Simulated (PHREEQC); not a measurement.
# Arsenic or selenium liquor (model solution)

Make-up at 25 °C: 0.45 mmol/kgw H2SeO3, 1.7 mmol/kgw NaOH and 0.063 mmol/kgw FeCl3. Closed to the air; pH follows from the charge balance.

The numbers come from PHREEQC with the ion-association model, wateq4f.dat.

No solid was allowed to form.

Problem. What pH, ionic strength does the model give?

Solution. pH 10.72; ionic strength 0.00215 mol/kgw.

Problem. In which forms is Fe present?

Solution. Fe(OH)4- 98 %, Fe(OH)3 2.0 % of the Fe.

Examples of supersaturated solids here: Fe(OH)3(a), Hematite (slow to form). Others may be too.
